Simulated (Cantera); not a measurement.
# B₂O₃ + O₂ + H₂ + N₂ (boron, boron nitride and boron oxide)

A closed system holds: 1 mol B₂O₃, 5.4 mol O₂, a varied amount of H₂, 1 mol N₂, held at 1400 K and 37000 Pa.

Equilibrium computed with Cantera from the NASA thermochemical tables; the gas is ideal and each condensed phase is pure. Candidate condensed phases: B, BN, B₂O₃, B₃O₃H₃, H₂O; 39 gas species. Gases not in the tables: H₃BO₃. Equilibrium is a limit: real reactors are often held back by kinetics, nucleation or transport.

```
n(H₂) (mol)  x H₂O     x H₂      x O₂    x N₂   x HBO₂  n B₂O₃(l)
-----------  -----  -------  --------  ------  -------  ---------
3.5          0.421  4.68e-7     0.446   0.122  0.00997      0.947
4.3          0.493  5.96e-7     0.378   0.116   0.0108      0.937
5.3          0.574  7.76e-7     0.302   0.110   0.0116      0.925
6.5          0.661  1.04e-6     0.221   0.103   0.0125      0.910
8            0.755  1.53e-6     0.134  0.0955   0.0133      0.892
9.9          0.856  3.20e-6    0.0394  0.0876   0.0142      0.869
12           0.815   0.0918  4.35e-11  0.0765   0.0139      0.856
15           0.662    0.261  3.55e-12  0.0622   0.0125      0.851
19           0.530    0.408    <1e-12  0.0498   0.0112      0.845
23           0.441    0.506    <1e-12  0.0415   0.0102      0.838
28           0.365    0.591    <1e-12  0.0343  0.00928      0.829
35           0.294    0.670    <1e-12  0.0277  0.00833      0.817
43           0.240    0.729    <1e-12  0.0226  0.00753      0.805
```
x: gas mole fraction; n: condensed amount in mol.

From 3.5 mol H₂ to 43 mol H₂ the condensed part is B₂O₃(l). The share of B in condensed phases is highest at 3.5 mol H₂ (94.7 %) and lowest at 43 mol H₂ (80.5 %).
